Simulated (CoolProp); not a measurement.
Ethanol at 298.15 K and 2.85 MPa is throttled through a valve to 1.82 MPa with no heat exchange. Each further row changes one setting.

Model: reference Helmholtz-energy equation of state, Schroeder 2014, in CoolProp.

```tsv
case	temperature change (K)	final density (kg/m³)
as stated	+0.4	786
outlet pressure 0.546 MPa	+0.8	785
outlet pressure 2.37 MPa	+0.2	787
```
